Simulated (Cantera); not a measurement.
## Catalytic stagnation flow on Pt

A jet of 4.37 % CH4, 15.3 % O2, 80.4 % N2, equivalence ratio 0.57 at 300 K and 0.430 bar hits a platinum plate 9.8 cm away at a mass flux of 0.1 kg/m²/s; the plate temperature is set and raised in steps from an oxygen-covered start.

Detailed kinetics in Cantera: Deutschmann's 1995 Pt surface mechanism with GRI-Mech 3.0 gas chemistry. Catalytic surfaces can have several steady states; this one follows from the mechanism file's or the stated starting coverage.

```tsv
plate T (K)	wall x CH4	wall x O2	wall x H2O	wall x OH	wall x CO	wall x CO2	θ free Pt	θ O*	θ OH*
900	0.0214	0.105	0.0418	2.55e-8	6.69e-6	0.0274	0.133	0.864	0.00302
950	0.0128	0.0866	0.0577	7.26e-8	5.58e-6	0.0380	0.194	0.803	0.00336
1000	0.00787	0.0763	0.0666	1.93e-7	4.64e-6	0.0440	0.258	0.738	0.00333
1050	0.00518	0.0707	0.0714	4.52e-7	4.03e-6	0.0472	0.323	0.673	0.00312
1100	0.00329	0.0675	0.0742	1.01e-6	5.51e-6	0.0487	0.388	0.610	0.00284
```
x: mole fraction at the wall; θ: surface coverage.
